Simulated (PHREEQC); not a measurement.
1 kg of water holding 0.28 mol/kgw KCl and 0.0072 mol/kgw Na2SO4 is evaporated at 20 °C; the solids stay in contact with the brine. No CO2 enters from the air. Only these solids could form: Arcanite, Glaserite, Halite, Mirabilite, Misenite, Sylvite, Thenardite.

The series has 28 steps of water left (kg), from 1 to 0.005012.

All values are PHREEQC results (Pitzer model, pitzer.dat), not measurements.

Which solids form, in which order, and at which step of the series does each first stand?

Arcanite from water left = 0.06418 kg; Sylvite from water left = 0.05275 kg; Glaserite from water left = 0.005012 kg.
